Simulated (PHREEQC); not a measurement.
0.1 mol of Cu3(PO4)2:3H2O (Cu3(PO4)2:3H2O) is brought to equilibrium with 1 kg of water holding 0.001 mol/kgw NaCl, at 25 °C, the pH being set by adding NaOH or HCl. Oxygen is held at 0.21 atm. CO2 from the air is kept out. The run lets Cu3(PO4)2:3H2O, Cu(OH)2, Atacamite precipitate or redissolve, and no other solid.

Computed with PHREEQC (ion-association model, wateq4f.dat).

Problem. Predict dissolved Cu (mol/kgw), dissolved P (mol/kgw) at pH = 4.33, 6.33, 8.33.

Solution. 
```json
[
 {"pH": "4.33", "dissolved Cu (mol/kgw)": "0.00341", "dissolved P (mol/kgw)": "0.00228"},
 {"pH": "6.33", "dissolved Cu (mol/kgw)": "6.22e-5", "dissolved P (mol/kgw)": "7.81e-5"},
 {"pH": "8.33", "dissolved Cu (mol/kgw)": "8.35e-6", "dissolved P (mol/kgw)": "0.153"}
]
```

Species that the database lacks are ignored. H3PO4, which wateq4f.dat lacks, is added to it with the constant of phreeqc.dat. The database has no phosphate complexes of Cu. The database's constant for dissolved Cu(OH)2 is higher than later reviews accept.
